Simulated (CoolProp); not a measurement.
The fluid at 293.15 K and 0.945 MPa is throttled through a valve to 0.244 MPa with no heat exchange. The same conditions are run with several fluids, on thermodynamics alone (safety and materials aside).

The numbers come from the reference Helmholtz-energy equation of state of each fluid (nitrogen: Span 2000; sulfur hexafluoride: Guder 2009; ethane: Bücker 2006; R13: Platzer 1990; hydrogen sulfide: Lemmon 2006) in CoolProp. The equations of Platzer and Polt are older, rougher fits.

```csv
fluid,temperature change (K),final density (kg/m³)
nitrogen,?,?
sulfur hexafluoride,-7.8,?
ethane,-8.6,3.17
R13,-9.0,?
hydrogen sulfide,?,?
```

Q: Fill in the missing entries.

A: 
- nitrogen, temperature change (K): -1.5
- nitrogen, final density (kg/m³): 2.82
- sulfur hexafluoride, final density (kg/m³): 15.5
- R13, final density (kg/m³): 11.1
- hydrogen sulfide, temperature change (K): -13.4
- hydrogen sulfide, final density (kg/m³): 3.66
